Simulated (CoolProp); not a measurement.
Ethanol at 435.21 K and 6.57 MPa flows at 0.93 m/s in a round tube of 6 mm bore and 1.5 µm roughness, fully developed (64/Re and Nu = 3.66 if laminar; Colebrook and Gnielinski if turbulent). Each further row changes one setting.

Model: reference Helmholtz-energy equation of state, Schroeder 2014, in CoolProp.

| case | Reynolds number | Darcy friction factor | pressure drop (Pa/m) | heat-transfer coefficient (W/(m² K)) | mass flow (kg/h) |
|---|---|---|---|---|---|
| as stated | 22400 | 0.0257 | 1200 | 3270 | 61.1 |
| velocity 1.86 m/s | 44900 | 0.0222 | 4140 | 6000 | 122 |
| diameter 12 mm | 44900 | 0.0218 | 508 | 2960 | 244 |

Viscosity comes from a separate model (Kiselev 2005). Thermal conductivity comes from a separate model (Assael 2013).
